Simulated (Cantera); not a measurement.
A Cantera script and what it prints.

```python
import numpy as np
import cantera as ct

gas_names = """
    C CO CO2 C2 C2O C3 C3O2 C4 C5 Cu CuO Cu2 O O2 O3
""".split()
cond_names = """
    C(gr) Cu(cr) Cu(L) CuO(s) Cu2O(s) Cu2O(L)
""".split()


# ... load() reads the species with a 1 bar reference pressure and builds the phases ...
atoms = {
    'Cu': {'Cu': 1},
    'CO2': {'C': 1, 'O': 2},
    'CO': {'C': 1, 'O': 1},
}
top_T = {'C(gr)': 4500, 'CuO(s)': 1390}  # K; cautious upper limits of use, not melting points


# ... equilibrate(T, P, feed) seeds the gas with the atoms and calls Mixture.equilibrate('TP', solver="vcs", rtol=1e-11, max_steps=5000) ...
results = []
feed = {'Cu': 1, 'CO2': 0.015, 'CO': 0.41}  # mol
T = 2000  # K
P = 95  # Pa
mix = equilibrate(T, P, feed)
results.append((T, P, feed, dict(zip(mix.species_names, mix.species_moles))))
print(gas.report(threshold=1e-06))
for i in range(1, mix.n_phases):
    print(f"{mix.phase(i).name:16s} {mix.phase_moles(i):12.5e} mol")
```

Output:

```
       temperature   2000 K
          pressure   95 Pa
           density   0.00030357 kg/m^3
  mean mol. weight   53.138 kg/kmol
   phase of matter   gas

                          1 kg             1 kmol
                     ---------------   ---------------
          enthalpy        4.5748e+06         2.431e+08  J
   internal energy        4.2619e+06        2.2647e+08  J
           entropy            5374.5        2.8559e+05  J/K
    Gibbs function       -6.1742e+06       -3.2808e+08  J
 heat capacity c_p             492.9             26192  J/K
 heat capacity c_v            336.43             17877  J/K

                      mass frac. Y      mole frac. X     chem. pot. / RT
                     ---------------   ---------------   ---------------
                CO           0.15175           0.28788           -42.554
               CO2         0.0086864          0.010488           -66.876
                Cu           0.83848           0.70114            -9.653
               CuO         5.406e-06        3.6113e-06           -33.976
               Cu2          0.001072        0.00044822           -19.306
                 O        1.0217e-05        3.3934e-05           -24.323
                O2        1.4714e-06        2.4434e-06           -48.645
     [   +8 minor]        1.4784e-15        6.2663e-15

C(gr)             0.00000e+00 mol
Cu(L)             0.00000e+00 mol
Cu2O(L)           0.00000e+00 mol
```

These are equilibrium values from Cantera (NASA tables, ideal gas, pure condensed phases), not measurements of a reactor.
